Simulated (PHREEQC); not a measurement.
**Nickel, zinc or cadmium bath**

Make-up at 25 °C: 0.041 mol ZnCl2, 0.1 mol KCl and 0.11 mol MnSO4 per kg of water. Closed to the air; pH follows from the charge balance.

All values are PHREEQC results (ion-association model, wateq4f.dat), not measurements.

No solid was allowed to form.

Q: What pH, activity of water, ionic strength does the model give?

A: pH 5.52; activity of water 0.992; ionic strength 0.426 mol/kgw.

Q: In which forms is Zn present?

A: Zn+2 51 %, ZnSO4 31 %, Zn(SO4)2-2 11 %, ZnCl+ 6.0 % of the Zn.
